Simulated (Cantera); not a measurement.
Feed: 1 mol Hg, 0.13 mol O2, 13 mol H2, at 1300 °C and 46.0 mbar.

Cantera equilibrium calculation (NASA polynomials, part measured and part estimated; ideal gas, pure solids and liquids). Candidate condensed phases: H2O, Hg, HgO; 10 gas species. The numbers say what is thermodynamically allowed, not how fast it happens.

Base state: H2 0.910, Hg 0.0714, H2O 0.0186, H 0.000181 (mole fractions); condensed: gas only.

What changes in the equilibrium state with this change: Hg replaced by Fe(CO)5?


```csv
species,before,after
H2,0.910,0.709
CO,0,0.276
H2O,0.0186,0.0127
Hg,0.0714,0
Fe,0,1.43e-5
CO2,0,0.00171
H,0.000181,0.000160
"Fe(γ), mol",0,1.000
```
Further candidate phases: C, C6H6, C7H8, C8H18, Fe, Fe(CO)5, FeO, Fe(OH)2, Fe(OH)3, Fe2O3, Fe3O4.
